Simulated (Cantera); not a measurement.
# B2H6 + O2 (boron, boron nitride and boron oxide)

Input: 1 mol B2H6, 0.58 mol O2, equilibrated at 13.3 mbar.

Method: chemical equilibrium by Gibbs-energy minimisation in Cantera with the NASA 1993 tables (ideal gas, pure condensed phases). Candidate condensed phases: B, B2O3, B3O3H3, H2O; 23 gas species. The feed counts by its element totals alone. Mutual solubility and eutectic melting of coexisting phases are not modelled. The tables' values for BH2 are old estimates; treat these amounts as uncertain. Kinetics and transport are ignored.

| T (°C) | x H2 | x BO | x HBO | x H | x B2O2 | x B2O3 | n B(s) | n B2O3(l) | n B(l) |
|---|---|---|---|---|---|---|---|---|---|
| 927 | 0.999 | 3.83e-8 | 0.000511 | 1.71e-6 | 5.43e-6 | 6.90e-7 | 1.22 | 0.384 | 0 |
| 1027 | 0.997 | 8.65e-7 | 0.00250 | 9.56e-6 | 8.75e-5 | 1.40e-5 | 1.22 | 0.381 | 0 |
| 1127 | 0.988 | 1.24e-5 | 0.00961 | 4.19e-5 | 0.000932 | 0.000180 | 1.21 | 0.372 | 0 |
| 1227 | 0.959 | 0.000123 | 0.0303 | 0.000149 | 0.00715 | 0.00163 | 1.18 | 0.332 | 0 |
| 1327 | 0.863 | 0.000911 | 0.0792 | 0.000437 | 0.0420 | 0.0110 | 1.05 | 0.161 | 0 |
| 1427 | 0.784 | 0.00333 | 0.115 | 0.00113 | 0.0788 | 0.0147 | 0.902 | 0 | 0 |
| 1527 | 0.772 | 0.00801 | 0.127 | 0.00272 | 0.0799 | 0.00837 | 0.876 | 0 | 0 |
| 1627 | 0.759 | 0.0170 | 0.135 | 0.00599 | 0.0764 | 0.00467 | 0.860 | 0 | 0 |
| 1727 | 0.745 | 0.0325 | 0.137 | 0.0122 | 0.0689 | 0.00252 | 0.849 | 0 | 0 |
| 1827 | 0.726 | 0.0560 | 0.134 | 0.0230 | 0.0580 | 0.00128 | 0.840 | 0 | 0 |
| 1927 | 0.701 | 0.0869 | 0.123 | 0.0408 | 0.0446 | 0.000592 | 0.831 | 0 | 0 |
| 2027 | 0.668 | 0.121 | 0.105 | 0.0685 | 0.0307 | 0.000240 | 0.819 | 0 | 0 |
| 2127 | 0.626 | 0.153 | 0.0843 | 0.109 | 0.0188 | 8.92e-5 | 0 | 0 | 0.802 |
x: gas mole fraction; n: condensed amount in mol.

From 927 °C to 1327 °C the condensed part is B(s) + B2O3(l). From 1427 °C to 2027 °C the condensed part is B(s). At 2127 °C the condensed part is B(l). The main B-bearing gas is B3O3H3 at 927 °C and BO at 2127 °C. The share of B in condensed phases is highest at 927 °C (99.6 %) and lowest at 2127 °C (40.1 %).
